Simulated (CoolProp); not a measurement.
Vapour-liquid equilibrium of R22 (1) + R152A (2) at 2.21 MPa; x and y are mole fractions of (1).

Computed with CoolProp (multi-fluid Helmholtz-energy mixture model, Kamei 1995 and Outcalt 1996; pair parameters Bell 2016).

```tsv
x	bubble temperature (K)	y at the bubble point	dew temperature at overall composition x (K)	liquid density (mol/L)
0.05	…	0.061	349.7	11.21
0.15	347.6	0.181	348.1	11.32
0.25	345.7	0.297	346.5	11.43
0.35	343.7	0.409	344.8	11.54
0.45	341.6	0.517	342.9	11.65
0.55	339.4	0.620	340.9	11.76
0.65	…	0.717	338.8	11.87
0.75	334.9	…	336.4	…
0.85	…	0.891	…	12.06
0.95	330.1	0.966	330.6	12.15
```

Problem. Some entries are withheld; supply them.

Solution. 
- 0.05, bubble temperature (K): 349.5
- 0.65, bubble temperature (K): 337.2
- 0.75, y at the bubble point: 0.808
- 0.75, liquid density (mol/L): 11.97
- 0.85, bubble temperature (K): 332.5
- 0.85, dew temperature at overall composition x (K): 333.7

No azeotrope shows between x = 0.05 and 0.95.

The pair parameters rest on a limited set of measurements; away from them the model extrapolates.
